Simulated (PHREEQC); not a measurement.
A solution holds 2.1 mmol/kgw LiF, at 20 °C. Closed to the air; pH follows from the charge balance.

All values are PHREEQC results (ion-association model, phreeqc.dat), not measurements.

No solid was allowed to form.

Question: What pH, specific conductance does the model give?

Answer: pH 7.36; specific conductance 168 µS/cm.

Species that the database lacks are ignored.
